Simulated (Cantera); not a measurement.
Input: 1 mol Fe(CO)5, 0.83 mol O2, 65 mol N2, equilibrated at 0.0600 bar.

Equilibrium computed with Cantera from the NASA thermochemical tables; the gas is ideal and each condensed phase is pure. Candidate condensed phases: C, Fe, Fe(CO)5, FeO, Fe2O3, Fe3O4; 27 gas species. The tables' stoichiometric FeO is somewhat more stable than real wüstite, so its field is too wide. FeO: taken at fixed stoichiometry. Rates play no part.

Problem. At 675 °C, list the 3 most abundant gas species with their mole fractions, and the condensed phases.

Solution. N2 0.929, CO 0.0557, CO2 0.0157. Condensed: Fe(α) + FeO(s).
